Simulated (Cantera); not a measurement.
Equilibrium for silicon carbide growth: CH3SiCl3 + C2H2 + H2 + HCl

Feed: 1 mol CH3SiCl3, 0.49 mol C2H2, 2.6 mol H2, 4.1 mol HCl, held at 13.3 mbar.

Cantera equilibrium calculation (NASA polynomials, part measured and part estimated; ideal gas, pure solids and liquids). Candidate condensed phases: C, C6H6, C7H8, C8H18, Si, SiC; 109 gas species. The feed counts by its element totals alone. The tables' values for SiCl3, SiCl are old estimates; treat these amounts as uncertain. Kinetics and transport are ignored.

| T (°C) | log p HCl | log p H2 | log p SiCl4 | log p SiCl2 | log p SiCl3 | n C(graphite) | n SiC(s) |
|---|---|---|---|---|---|---|---|
| 777 | -2.34 | -2.13 | -2.85 | -5.99 | -5.05 | 1.98 | 0 |
| 877 | -2.28 | -2.17 | -2.94 | -4.96 | -4.47 | 1.85 | 0.134 |
| 977 | -2.18 | -2.23 | -3.15 | -4.37 | -4.19 | 1.58 | 0.395 |
| 1077 | -2.12 | -2.29 | -3.45 | -3.92 | -4.03 | 1.41 | 0.568 |
| 1177 | -2.10 | -2.32 | -3.83 | -3.61 | -4.00 | 1.36 | 0.624 |
| 1277 | -2.09 | -2.33 | -4.29 | -3.39 | -4.06 | 1.40 | 0.585 |
| 1377 | -2.10 | -2.32 | -4.75 | -3.24 | -4.17 | 1.48 | 0.495 |
| 1477 | -2.12 | -2.31 | -5.20 | -3.13 | -4.29 | 1.60 | 0.384 |
| 1577 | -2.14 | -2.30 | -5.63 | -3.04 | -4.42 | 1.71 | 0.266 |
log p: log10 of the partial pressure in bar; n: condensed amount in mol.

At 777 °C the condensed part is C(graphite). From 877 °C to 1577 °C the condensed part is C(graphite) + SiC(s). The main Si-bearing gas is SiCl4 at 777 °C and SiCl2 at 1577 °C. The share of Si in condensed phases is highest at 1177 °C (62.4 %) and lowest at 777 °C (0.0 %).
